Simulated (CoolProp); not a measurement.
Model: reference Helmholtz-energy equation of state, Penoncello 2003, in CoolProp.

For CHF3 (R23), give the phase and the Z, expansivity (1/kK), Prandtl number, fugacity coefficient at 225.5 K and 2010 kPa; 225.5 K and 4030 kPa; 225.5 K and 14100 kPa.


- 225.5 K and 2010 kPa: liquid; Z 0.0572, expansivity 3.39, Prandtl number 2.25, fugacity coefficient 0.244
- 225.5 K and 4030 kPa: liquid; Z 0.114, expansivity 3.24, Prandtl number 2.26, fugacity coefficient 0.129
- 225.5 K and 14100 kPa: liquid; Z 0.388, expansivity 2.74, Prandtl number 2.30, fugacity coefficient 0.0487

Viscosity comes from a separate model (Shan 2000). Thermal conductivity comes from a separate model (Shan 2000).
